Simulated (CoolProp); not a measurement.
Saturation properties of nitrous oxide.

The numbers come from the reference Helmholtz-energy equation of state, Lemmon 2006 in CoolProp. It is a short technical equation, of lower accuracy than the large ones.

```
T (°C)  p (MPa)  liquid density (kg/m³)  enthalpy of vaporisation (kJ/kg)  liquid cp (kJ/(kg K))  vapour Z  surface tension (mN/m)
------  -------  ----------------------  --------------------------------  ---------------------  --------  ----------------------
-84.95   0.1245                    1220                             370.3                  1.722    0.9697                    22.9
-77.05   0.1916                    1196                             361.1                  1.731    0.9587                    21.2
-69.25   0.2826                    1172                             351.6                  1.744    0.9456                    19.4
-61.35   0.4053                    1147                             341.5                  1.763    0.9300                    17.7
-53.45   0.5647                    1121                             330.8                  1.787    0.9118                    16.0
-45.65   0.7644                    1095                             319.6                  1.818    0.8914                    14.3
-37.75    1.016                    1067                             307.5                  1.856    0.8679                    12.7
-29.85    1.324                    1037                             294.4                  1.905    0.8415                    11.1
-21.95    1.695                    1006                             280.2                  1.967    0.8120                    9.50
-14.15    2.131                   973.3                             264.9                  2.046    0.7795                    7.99
-6.25     2.650                   937.6                             247.7                  2.155    0.7427                    6.51
1.65      3.256                   898.6                             228.4                  2.310    0.7013                    5.09
9.45      3.949                   855.4                             206.6                  2.546    0.6545                    3.75
17.35     4.756                   804.6                             180.2                  2.970    0.5989                    2.47
25.25     5.683                   740.6                             146.3                  3.967    0.5290                    1.29
```

It boils at -88.5 °C under 1 atm.

Surface tension comes from a separate correlation (Mulero 2012).
